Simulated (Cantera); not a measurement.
Thermodynamics of boron, boron nitride and boron oxide, feed borazine + O2 + N2

Feed: 1 mol borazine, 6.6 mol O2, 0.95 mol N2, held at 0.770 bar.

These are equilibrium values from Cantera (NASA tables, ideal gas, pure condensed phases), not measurements of a reactor. Candidate condensed phases: B, BN, B2O3, B3O3H3, H2O; 39 gas species. The feed counts by its element totals alone. Gases not in the tables: H3BO3. The numbers say what is thermodynamically allowed, not how fast it happens.

From 873 K to 1873 K the condensed part is B2O3(l). From 2073 K to 2473 K nothing is condensed.

```
T (K)  log p H2O  log p O2  log p N2  log p HBO2  log p B2O3  log p BO2  log p OH  log p NO  log p (HBO2)3  n B2O3(l)
-----  ---------  --------  --------  ----------  ----------  ---------  --------  --------  -------------  ---------
873        -0.57     -0.58     -0.64       -6.20        <-12       <-12     -7.93     -5.42          -2.10       1.37
1073       -0.56     -0.58     -0.64       -4.25      -10.06      -9.68     -6.12     -4.40          -2.55       1.45
1273       -0.56     -0.58     -0.64       -2.94       -7.06      -7.15     -4.87     -3.70          -2.88       1.47
1473       -0.57     -0.58     -0.65       -2.01       -4.91      -5.32     -3.97     -3.19          -3.16       1.43
1673       -0.61     -0.59     -0.66       -1.33       -3.29      -3.94     -3.30     -2.82          -3.42       1.23
1873       -0.75     -0.63     -0.69       -0.86       -2.04      -2.87     -2.84     -2.55          -3.79      0.545
2073       -0.84     -0.66     -0.72       -0.75       -1.59      -2.28     -2.46     -2.33          -4.88          0
2273       -0.83     -0.67     -0.73       -0.78       -1.54      -1.96     -2.09     -2.14          -6.13          0
2473       -0.84     -0.69     -0.74       -0.82       -1.52      -1.70     -1.80     -1.98          -7.20          0
```
log p: log10 of the partial pressure in bar; n: condensed amount in mol.
